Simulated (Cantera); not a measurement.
## AlBr3 + N2 + H2 + N2O (aluminium nitride and oxide growth)

Feed: 1 mol AlBr3, 84 mol N2, 73 mol H2, 1.1 mol N2O, equilibrated at 75.0 Torr.

Equilibrium computed with Cantera from the NASA thermochemical tables; the gas is ideal and each condensed phase is pure. Candidate condensed phases: Al, AlBr3, AlN, Al2O3, Br2, H2O; 41 gas species. Mutual solubility and eutectic melting of coexisting phases are not modelled. Condensed phases not in the tables: aluminium oxynitride. Kinetics and transport are ignored.

From 1523 K to 1623 K the condensed part is AlN(s) + Al2O3(s). From 1673 K to 1873 K the condensed part is Al2O3(s). The main Al-bearing gas is AlBr3 at 1523 K and AlBr at 1873 K. The share of Al in condensed phases is highest at 1523 K (93.0 %) and lowest at 1873 K (72.2 %).

```json
[
 {"T (K)": "1523", "x N2": "0.533", "x H2": "0.449", "x HBr": "0.0176", "x AlBr": "0.000148", "x Br": "0.000177", "n AlN(s)": "0.198", "n Al2O3(s)": "0.366"},
 {"T (K)": "1573", "x N2": "0.533", "x H2": "0.449", "x HBr": "0.0173", "x AlBr": "0.000358", "x Br": "0.000257", "n AlN(s)": "0.164", "n Al2O3(s)": "0.366"},
 {"T (K)": "1623", "x N2": "0.533", "x H2": "0.449", "x HBr": "0.0168", "x AlBr": "0.000808", "x Br": "0.000358", "n AlN(s)": "0.0947", "n Al2O3(s)": "0.366"},
 {"T (K)": "1673", "x N2": "0.533", "x H2": "0.449", "x HBr": "0.0162", "x AlBr": "0.00146", "x Br": "0.000486", "n AlN(s)": "0", "n Al2O3(s)": "0.366"},
 {"T (K)": "1723", "x N2": "0.533", "x H2": "0.449", "x HBr": "0.0162", "x AlBr": "0.00157", "x Br": "0.000671", "n AlN(s)": "0", "n Al2O3(s)": "0.366"},
 {"T (K)": "1773", "x N2": "0.532", "x H2": "0.448", "x HBr": "0.0161", "x AlBr": "0.00163", "x Br": "0.000903", "n AlN(s)": "0", "n Al2O3(s)": "0.365"},
 {"T (K)": "1823", "x N2": "0.532", "x H2": "0.448", "x HBr": "0.0158", "x AlBr": "0.00167", "x Br": "0.00119", "n AlN(s)": "0", "n Al2O3(s)": "0.363"},
 {"T (K)": "1873", "x N2": "0.532", "x H2": "0.448", "x HBr": "0.0155", "x AlBr": "0.00172", "x Br": "0.00153", "n AlN(s)": "0", "n Al2O3(s)": "0.361"}
]
```
x: gas mole fraction; n: condensed amount in mol.
